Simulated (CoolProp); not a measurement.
The numbers come from the reference Helmholtz-energy equation of state, Gao 2020 in CoolProp.

**Question.** For ammonia, give the phase and the Z, cp (kJ/(kg K)), cv (kJ/(kg K)), speed of sound (m/s) at 219.25 °C and 625 bar; 219.25 °C and 875 bar.

**Answer.** 
- 219.25 °C and 625 bar: supercritical; Z 0.651, cp 4.94, cv 2.59, speed of sound 856
- 219.25 °C and 875 bar: supercritical; Z 0.810, cp 4.49, cv 2.59, speed of sound 1050
